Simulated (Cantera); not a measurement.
Adiabatic ignition

An adiabatic, constant-pressure homogeneous reactor starts with 16.6 % CH4, 17.4 % O2, 65.8 % N2, 0.159 % C2H6, equivalence ratio 1.9, at 950 K and 42000 Pa.

Model: GRI-Mech 3.0 (53 species, 325 reactions), integrated in Cantera. Below about 1000 K GRI-Mech 3.0 lacks low-temperature oxidation paths.

| t (s) | T (K) | x CH4 | x O2 | x CH3 | x HCN | x OH | x H2 |
|---|---|---|---|---|---|---|---|
| 5.00e-6 | 950 | 0.166 | 0.174 | 8.25e-12 | <1e-12 | <1e-12 | <1e-12 |
| 1.47e-5 | 950 | 0.166 | 0.174 | 2.42e-11 | <1e-12 | <1e-12 | <1e-12 |
| 4.31e-5 | 950 | 0.166 | 0.174 | 7.11e-11 | <1e-12 | <1e-12 | <1e-12 |
| 0.000126 | 950 | 0.166 | 0.174 | 2.09e-10 | <1e-12 | <1e-12 | <1e-12 |
| 0.000371 | 950 | 0.166 | 0.174 | 6.12e-10 | <1e-12 | <1e-12 | <1e-12 |
| 0.00109 | 950 | 0.166 | 0.174 | 1.79e-9 | <1e-12 | <1e-12 | 2.29e-12 |
| 0.00320 | 950 | 0.166 | 0.174 | 5.23e-9 | <1e-12 | <1e-12 | 1.98e-11 |
| 0.00938 | 950 | 0.166 | 0.174 | 1.53e-8 | <1e-12 | <1e-12 | 2.05e-10 |
| 0.0275 | 950 | 0.166 | 0.174 | 4.70e-8 | <1e-12 | 3.18e-12 | 2.84e-9 |
| 0.0808 | 950 | 0.166 | 0.174 | 1.86e-7 | <1e-12 | 1.82e-11 | 6.69e-8 |
| 0.237 | 950 | 0.166 | 0.174 | 4.69e-7 | <1e-12 | 6.14e-11 | 1.30e-6 |
| 0.696 | 950 | 0.166 | 0.174 | 5.91e-7 | <1e-12 | 9.14e-11 | 8.09e-6 |
| 2.04 | 951 | 0.166 | 0.174 | 9.65e-7 | <1e-12 | 2.37e-10 | 5.45e-5 |
| 6.00 | 2097 | 1.46e-11 | 5.87e-7 | 3.40e-12 | 6.13e-8 | 0.000188 | 0.156 |
x: mole fraction; the columns are a selection and need not sum to one.

```json
{
 "time_of_steepest_temperature_rise": "5.15 s",
 "temperature at 6.00 s": "2097 K",
 "equilibrium_temperature": "2097 K",
 "x(CH4) at 6.00 s": "1.46e-11 (gas-phase equilibrium 1.65e-11)",
 "x(O2) at 6.00 s": "5.87e-7 (gas-phase equilibrium 5.87e-7)",
 "x(CH3) at 6.00 s": "3.40e-12 (gas-phase equilibrium 3.86e-12)"
}
```
